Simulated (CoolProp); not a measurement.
Model: reference Helmholtz-energy equation of state, Thol 2016, in CoolProp.

Q: For hexamethyldisiloxane (MM), give the phase and the density (kg/m³), cp (kJ/(kg K)), cv (kJ/(kg K)), isothermal compressibility (1/MPa) at 346.85 °C and 543 kPa; 346.85 °C and 1120 kPa.

A: 
- 346.85 °C and 543 kPa: gas; density 18.1, cp 2.29, cv 2.22, isothermal compressibility 1.95
- 346.85 °C and 1120 kPa: gas; density 39.6, cp 2.33, cv 2.23, isothermal compressibility 1.00
